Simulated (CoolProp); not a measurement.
Vapour-liquid equilibrium of carbon dioxide (1) + dimethyl ether (2) at 253 K; x and y are mole fractions of (1).

Values from CoolProp's multi-fluid Helmholtz-energy mixture model, Span 1996 and Wu 2011; pair parameters Bell 2016.

| x | bubble pressure, mixture model (MPa) | bubble pressure, Raoult's law (MPa) | y, mixture model | y, Raoult's law |
|---|---|---|---|---|
| 0.05 | 0.1813 | 0.2153 | 0.342 | 0.455 |
| 0.125 | 0.2754 | 0.3531 | 0.592 | 0.694 |
| 0.2 | 0.3786 | 0.4909 | 0.723 | 0.799 |
| 0.275 | 0.4909 | 0.6286 | 0.803 | 0.858 |
| 0.35 | 0.6123 | 0.7664 | 0.856 | 0.895 |
| 0.425 | 0.7427 | 0.9042 | 0.893 | 0.922 |
| 0.5 | 0.8816 | 1.042 | 0.920 | 0.941 |
| 0.575 | 1.028 | 1.180 | 0.941 | 0.956 |
| 0.65 | 1.182 | 1.318 | 0.957 | 0.967 |
| 0.725 | 1.341 | 1.455 | 0.969 | 0.977 |
| 0.8 | 1.505 | 1.593 | 0.980 | 0.985 |
| 0.875 | 1.672 | 1.731 | 0.988 | 0.991 |
| 0.95 | 1.844 | 1.869 | 0.996 | 0.997 |

The largest gap from Raoult's law is -22.9 % in bubble pressure, at x = 0.2. No azeotrope shows between x = 0.05 and 0.95.

The pair parameters rest on a limited set of measurements; away from them the model extrapolates.
